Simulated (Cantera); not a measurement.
Input (Python, Cantera):

```python
import numpy as np
import cantera as ct

gas = ct.Solution("gri30.yaml")
gas.TPX = 1600, 100000, {'H2': 1, 'O2': 1.25, 'N2': 4.7, 'H2O': 0.18}
reactor = ct.IdealGasConstPressureReactor(gas, energy="on", clone=False)
net = ct.ReactorNet([reactor])
net.rtol, net.atol = 1e-08, 1e-16
show = ['H2', 'O2', 'H2O', 'N2O', 'HO2']
times = np.geomspace(5e-06, 0.9, 10)

steps = ct.SolutionArray(gas, extra=["t"])
rows = []
print(f"{'t/s':>10s}{'T/K':>9s}{'P/Pa':>11s}" + "".join(f"{s:>11s}" for s in show))
for t in times:
    while net.time < t:
        t_next = net.step()
        steps.append(gas.state, t=t_next)
    rows.append([np.interp(t, steps.t, y) for y in (steps.T, steps.P, *steps(*show).X.T)])
    print(f"{t:10.3e}{rows[-1][0]:9.1f}{rows[-1][1]:11.4g}" + "".join(f"{x:11.3e}" for x in rows[-1][2:]))
rate = np.gradient(steps.T, steps.t)
print("integrator steps:", len(steps.t))
if steps.T.max() > steps.T[0] + 200:
    print(f"time of steepest temperature rise: {steps.t[rate.argmax()]:.4e} s")
gas.TPX = 1600, 100000, {'H2': 1, 'O2': 1.25, 'N2': 4.7, 'H2O': 0.18}
gas.equilibrate("HP")
print(f"equilibrium (HP): T = {gas.T:.1f} K  " + "  ".join(f"{s} {gas[s].X[0]:.3e}" for s in show))
```

Result:

```
       t/s      T/K       P/Pa         H2         O2        H2O        N2O        HO2
 5.000e-06   1600.0      1e+05  1.401e-01  1.752e-01  2.537e-02  4.637e-11  5.174e-06
 1.918e-05   1849.0      1e+05  1.641e-02  1.036e-01  1.257e-01  1.713e-07  3.047e-05
 7.359e-05   2237.6      1e+05  9.036e-03  1.042e-01  1.493e-01  3.066e-07  1.133e-05
 2.823e-04   2441.7      1e+05  2.995e-03  1.077e-01  1.652e-01  6.095e-07  9.381e-06
 1.083e-03   2457.7      1e+05  2.467e-03  1.080e-01  1.667e-01  6.464e-07  1.002e-05
 4.155e-03   2454.9      1e+05  2.444e-03  1.072e-01  1.669e-01  6.467e-07  9.892e-06
 1.594e-02   2447.0      1e+05  2.379e-03  1.048e-01  1.672e-01  6.630e-07  9.531e-06
 6.115e-02   2438.4      1e+05  2.310e-03  1.023e-01  1.676e-01  7.018e-07  9.153e-06
 2.346e-01   2437.7      1e+05  2.305e-03  1.021e-01  1.676e-01  7.060e-07  9.122e-06
 9.000e-01   2437.7      1e+05  2.305e-03  1.021e-01  1.676e-01  7.060e-07  9.122e-06
integrator steps: 1270
time of steepest temperature rise: 1.1622e-05 s
equilibrium (HP): T = 2437.7 K  H2 2.305e-03  O2 1.021e-01  H2O 1.676e-01  N2O 7.060e-07  HO2 9.122e-06
```

Cantera simulation using GRI-Mech 3.0 (53 species, 325 reactions); the numbers are that mechanism's predictions, not measurements.
